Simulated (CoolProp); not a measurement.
R11 along the isotherm -9.25 °C: fugacity coefficient from the reference equation and from simpler models built on Tc = 198.0 °C, pc = 44.08 bar, ω = 0.189; each cubic takes its own stable root.

The numbers come from the reference Helmholtz-energy equation of state, Jacobsen 1992 in CoolProp.

```tsv
p (bar)	phase	reference	Redlich-Kwong	Soave-Redlich-Kwong
4.41	liquid	0.06042	0.09585	0.05990
8.82	liquid	0.03075	0.04885	(withheld)
13.2	liquid	(withheld)	0.03326	0.02078
17.6	liquid	0.01596	0.02543	0.01588
22	liquid	0.01300	0.02073	0.01294
26.4	liquid	0.01102	0.01761	0.01099
30.9	liquid	0.009591	0.01534	0.009567
35.3	liquid	0.008545	0.01368	0.008532
39.7	liquid	0.007733	0.01240	0.007729
44.1	liquid	0.007085	0.01137	0.007089
48.5	liquid	0.006557	0.01054	0.006567
52.9	liquid	0.006118	0.009846	(withheld)
57.3	liquid	0.005749	0.009263	0.005769
61.7	liquid	0.005434	0.008766	0.005458
66.1	liquid	0.005162	0.008337	0.005190
```

### Question
Fill in the missing entries.

### Answer

- 8.82, Soave-Redlich-Kwong: 0.03052
- 13.2, reference: 0.02091
- 52.9, Soave-Redlich-Kwong: 0.006133
